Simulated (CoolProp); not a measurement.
R123 at 417.92 K and 0.715 MPa flows at 5.3 m/s in a round tube of 4.6 mm bore and 1.5 µm roughness, fully developed (64/Re and Nu = 3.66 if laminar; Colebrook and Gnielinski if turbulent). Each further row changes one setting.

Computed with CoolProp (reference Helmholtz-energy equation of state, Younglove 1994). It is a modified Benedict-Webb-Rubin equation, recast in Helmholtz form.

```csv
case,Reynolds number,Darcy friction factor,pressure drop (Pa/m),heat-transfer coefficient (W/(m² K)),mass flow (kg/h)
as stated,[?],0.0215,[?],468,[?]
velocity 10.6 m/s,115000,0.0192,8190,[?],22.2
diameter 9.2 mm,115000,[?],981,401,[?]
```

**Question.** Complete the blanks.

**Answer.** 
- as stated, Reynolds number: 57300
- as stated, pressure drop (Pa/m): 2290
- as stated, mass flow (kg/h): 11.1
- velocity 10.6 m/s, heat-transfer coefficient (W/(m² K)): 839
- diameter 9.2 mm, Darcy friction factor: 0.0184
- diameter 9.2 mm, mass flow (kg/h): 44.3

Viscosity comes from a separate model (Tanaka 1996). Thermal conductivity comes from a separate model (Laesecke 1996).
